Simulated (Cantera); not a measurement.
# Premixed flame

A freely propagating, adiabatic, planar premixed flame of CH4 : H2 : O2 : N2 = 1 : 0.35 : 2.82 : 10.6 (molar parts), equivalence ratio 0.77, unburnt at 500 K and 1.09 atm; mixture-averaged transport, grid criteria slope 0.08 and curve 0.16, no radiation.

Detailed kinetics in Cantera: GRI-Mech 3.0 (53 species, 325 reactions). Burning velocities carry a grid error of a few per cent, more on coarse grids.

```tsv
z (mm)	T (K)	u (m/s)	x CH4	x H2	x O2	x H	x O	x C2H4
-1.07	500	0.803	0.0677	0.0234	0.191	<1e-8	<1e-8	<1e-8
-0.713	502	0.806	0.0677	0.0228	0.191	<1e-8	<1e-8	7.20e-8
-0.535	509	0.816	0.0674	0.0221	0.191	<1e-8	<1e-8	4.79e-7
-0.357	555	0.890	0.0650	0.0205	0.188	7.44e-8	5.68e-8	5.40e-6
-0.178	872	1.41	0.0484	0.0179	0.164	6.10e-5	9.14e-6	7.24e-5
-0.0892	1234	2.00	0.0280	0.0163	0.131	0.000515	0.000125	0.000161
0	1592	2.59	0.00720	0.0132	0.0897	0.00219	0.00106	0.000107
0.0892	1749	2.85	0.000579	0.00853	0.0655	0.00393	0.00344	5.89e-6
0.178	1806	2.93	2.42e-5	0.00634	0.0571	0.00435	0.00450	8.32e-8
0.357	1877	3.03	6.34e-8	0.00535	0.0520	0.00370	0.00422	<1e-8
0.713	1958	3.14	<1e-8	0.00412	0.0487	0.00224	0.00305	<1e-8
1.43	2028	3.24	<1e-8	0.00252	0.0467	0.000967	0.00175	<1e-8
2.85	2076	3.31	<1e-8	0.00129	0.0454	0.000333	0.000859	<1e-8
```
x: mole fraction of selected species; z is measured from the peak of heat release.

```yaml
laminar_burning_velocity: 80.3 cm/s
thermal_thickness: 0.357 mm
peak x(H): 0.00436
peak x(O): 0.00456
peak x(C2H4): 0.000175
grid_points: 141
```
